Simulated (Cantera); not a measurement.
## Ignition delay

Mixture: CH₄ : O₂ : N₂ : H₂O = 1 : 2.67 : 10 : 0.04 (molar parts), at 1200 Torr, adiabatic and at constant pressure. Ignition delay is the time to a rise of 400 K.

Detailed kinetics in Cantera: GRI-Mech 3.0 (53 species, 325 reactions).

```tsv
T0 (K)	delay (ms)
1050	250
1100	113
1150	53.4
1200	26.1
1250	13.3
1300	6.95
1350	3.77
1400	2.11
```

```yaml
apparent activation energy between 1300 and 1400 K: 180 kJ/mol
```
